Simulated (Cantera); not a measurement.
An isothermal, constant-pressure homogeneous reactor starts with N2O : N2 = 1 : 8.7 (molar parts), at 1325 K and 101000 Pa. Integrator tolerance rtol = 1e-08.

Computed with Cantera and GRI-Mech 3.0 (53 species, 325 reactions). GRI-Mech 3.0 was tuned for natural gas; its chemistry of N2O as a main component is partial and can be far from experiment. The mechanism lacks the step 2 NO + O2 → 2 NO2, which can matter for NO2 below about 1400 K. The temperature is held fixed by assumption; the heat of reaction is taken as removed at once.

Question: What does this change do: N2O 1 to 0.32 parts?

Answer: 
```json
[
 {"quantity": "x(N2O) at 30.0 s", "before": "5.64e-8 (gas-phase equilibrium 1.79e-8)", "after": "1.54e-8 (gas-phase equilibrium 1.10e-8)"},
 {"quantity": "x(NO2) at 30.0 s", "before": "5.26e-5 (gas-phase equilibrium 1.18e-6)", "after": "1.12e-5 (gas-phase equilibrium 4.24e-7)"},
 {"quantity": "x(NO) at 30.0 s", "before": "0.0118 (gas-phase equilibrium 0.000247)", "after": "0.00420 (gas-phase equilibrium 0.000150)"},
 {"quantity": "x(O) at 30.0 s", "before": "5.72e-8 (gas-phase equilibrium 6.09e-8)", "after": "3.41e-8 (gas-phase equilibrium 3.63e-8)"},
 {"quantity": "x(N2) at 30.0 s", "before": "0.945 (gas-phase equilibrium 0.951)", "after": "0.980 (gas-phase equilibrium 0.982)"},
 {"quantity": "x(O2) at 30.0 s", "before": "0.0431 (gas-phase equilibrium 0.0489)", "after": "0.0153 (gas-phase equilibrium 0.0174)"}
]
```

Question: What does this change do: temperature 1325 to 1048 K?

Answer: 
| quantity | before | after |
|---|---|---|
| x(N2O) at 30.0 s | 5.64e-8 (gas-phase equilibrium 1.79e-8) | 0.0568 (gas-phase equilibrium 2.40e-9) |
| x(NO2) at 30.0 s | 5.26e-5 (gas-phase equilibrium 1.18e-6) | 3.14e-5 (gas-phase equilibrium 5.24e-7) |
| x(NO) at 30.0 s | 0.0118 (gas-phase equilibrium 0.000247) | 0.00204 (gas-phase equilibrium 2.76e-5) |
| x(O) at 30.0 s | 5.72e-8 (gas-phase equilibrium 6.09e-8) | 7.03e-8 (gas-phase equilibrium 1.40e-10) |
| x(N2) at 30.0 s | 0.945 (gas-phase equilibrium 0.951) | 0.920 (gas-phase equilibrium 0.951) |
| x(O2) at 30.0 s | 0.0431 (gas-phase equilibrium 0.0489) | 0.0210 (gas-phase equilibrium 0.0490) |
